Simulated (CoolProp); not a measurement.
Properties of carbon monoxide along the isotherm -87.75 °C.

Values from CoolProp's reference Helmholtz-energy equation of state, Lemmon 2006. It is a short technical equation, of lower accuracy than the large ones.

```
p (MPa)  phase       Z  cp (kJ/(kg K))  expansivity (1/kK)
-------  -----  ------  --------------  ------------------
0.00553    gas  0.9998           1.039               5.397
0.00861    gas  0.9997           1.040               5.399
0.0134     gas  0.9995           1.040               5.402
0.0209     gas  0.9993           1.040               5.407
0.0325     gas  0.9989           1.041               5.414
0.0506     gas  0.9983           1.042               5.425
0.0788     gas  0.9973           1.044               5.443
0.123      gas  0.9958           1.046               5.470
0.191      gas  0.9935           1.050               5.513
0.298      gas  0.9899           1.056               5.581
0.463      gas  0.9843           1.066               5.689
0.721      gas  0.9756           1.083               5.862
1.12       gas  0.9621           1.109               6.142
1.75       gas  0.9410           1.155               6.619
```
